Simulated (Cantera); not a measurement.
Cantera with NASA thermochemical tables; ideal gases at 1 bar, condensed phases pure. Values are per mole of reaction as written; species without (g) are pure solids or liquids, kept so even where they would boil at 1 bar. The tables' values for SiF₂ are old estimates.

Task: Between 300 and 2648 K, where is each reaction favourable under standard conditions?
- 9 SiF₂(g) + 2 SiH₃(g) = 6 SiHF₃(g) + 5 Si

Result: 
- 9 SiF₂(g) + 2 SiH₃(g) = 6 SiHF₃(g) + 5 Si: ΔG° is -2038 kJ at 300 K and -58 kJ at 2648 K; it stays negative (K > 1). ΔH° is -1898 kJ and ΔS° -695 J/K at 2648 K.
